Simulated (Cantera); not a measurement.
What does this Cantera script print?

```python
import numpy as np
import cantera as ct

gas = ct.Solution("gri30.yaml")
gas.TPX = 998, 100000, {'H2': 0.46, 'O2': 1.43, 'N2': 5.37, 'H2O': 0.39}
reactor = ct.IdealGasConstPressureReactor(gas, energy="on", clone=False)
net = ct.ReactorNet([reactor])
net.rtol, net.atol = 1e-08, 1e-16
show = ['H2', 'O2', 'H2O', 'H', 'NO2', 'O']
times = np.geomspace(6e-06, 2, 10)

steps = ct.SolutionArray(gas, extra=["t"])
rows = []
print(f"{'t/s':>10s}{'T/K':>9s}{'P/Pa':>11s}" + "".join(f"{s:>11s}" for s in show))
for t in times:
    while net.time < t:
        t_next = net.step()
        steps.append(gas.state, t=t_next)
    rows.append([np.interp(t, steps.t, y) for y in (steps.T, steps.P, *steps(*show).X.T)])
    print(f"{t:10.3e}{rows[-1][0]:9.1f}{rows[-1][1]:11.4g}" + "".join(f"{x:11.3e}" for x in rows[-1][2:]))
rate = np.gradient(steps.T, steps.t)
print("integrator steps:", len(steps.t))
if steps.T.max() > steps.T[0] + 200:
    print(f"time of steepest temperature rise: {steps.t[rate.argmax()]:.4e} s")
gas.TPX = 998, 100000, {'H2': 0.46, 'O2': 1.43, 'N2': 5.37, 'H2O': 0.39}
gas.equilibrate("HP")
print(f"equilibrium (HP): T = {gas.T:.1f} K  " + "  ".join(f"{s} {gas[s].X[0]:.3e}" for s in show))
```

Output:

```
       t/s      T/K       P/Pa         H2         O2        H2O          H        NO2          O
 6.000e-06    998.0      1e+05  6.013e-02  1.869e-01  5.098e-02  2.816e-11  2.499e-33  7.626e-12
 2.465e-05    998.0      1e+05  6.013e-02  1.869e-01  5.098e-02  8.732e-11  2.870e-30  4.749e-11
 1.013e-04    998.0      1e+05  6.013e-02  1.869e-01  5.098e-02  3.603e-10  5.444e-27  2.384e-10
 4.160e-04    998.0      1e+05  6.013e-02  1.869e-01  5.098e-02  2.544e-09  4.550e-23  1.761e-09
 1.709e-03    998.2      1e+05  6.009e-02  1.869e-01  5.101e-02  5.657e-07  6.361e-16  3.796e-07
 7.021e-03   1433.7      1e+05  1.001e-06  1.617e-01  1.145e-01  3.319e-08  3.112e-09  2.993e-06
 2.884e-02   1433.9      1e+05  2.440e-07  1.617e-01  1.145e-01  4.313e-09  2.989e-09  7.352e-07
 1.185e-01   1433.9      1e+05  2.153e-07  1.617e-01  1.145e-01  3.587e-09  3.160e-09  6.420e-07
 4.868e-01   1433.9      1e+05  2.152e-07  1.617e-01  1.145e-01  3.584e-09  3.177e-09  6.416e-07
 2.000e+00   1433.9      1e+05  2.152e-07  1.617e-01  1.145e-01  3.584e-09  3.236e-09  6.416e-07
integrator steps: 1279
time of steepest temperature rise: 2.2928e-03 s
equilibrium (HP): T = 1432.1 K  H2 2.097e-07  O2 1.613e-01  H2O 1.145e-01  H 3.454e-09  NO2 4.240e-06  O 6.236e-07
```

Computed with Cantera and GRI-Mech 3.0 (53 species, 325 reactions).
